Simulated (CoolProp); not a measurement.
R1234ze(Z) along the isobar 4.41 MPa: density (kg/m³) from the reference equation and from simpler models built on Tc = 423.3 K, pc = 3.531 MPa, ω = 0.327; each cubic takes its own stable root.

Model: reference Helmholtz-energy equation of state, Akasaka 2019, in CoolProp.

```tsv
T (K)	phase	reference
295.5	liquid	1246
305.9	liquid	1219
316.2	liquid	1192
326.5	liquid	1164
336.8	liquid	1135
347.1	liquid	1104
357.5	liquid	1071
367.8	liquid	1035
378.1	liquid	997.0
388.4	liquid	954.7
398.7	liquid	906.4
409	liquid	848.8
419.4	liquid	773.1
429.7	supercritical	650.0
440	supercritical	373.5
```

### Question
How far does each simpler model (van der Waals, Redlich-Kwong, Soave-Redlich-Kwong) lie from the reference over these 15 states: mean and median of the absolute difference, and the worst?

### Answer
- van der Waals: mean 40.0 %, median 43.6 %, worst -45.4 % at 295.5 K and 4.41 MPa
- Redlich-Kwong: mean 22.1 %, median 23.4 %, worst -26.0 % at 419.4 K and 4.41 MPa
- Soave-Redlich-Kwong: mean 20.3 %, median 19.5 %, worst -26.5 % at 429.7 K and 4.41 MPa
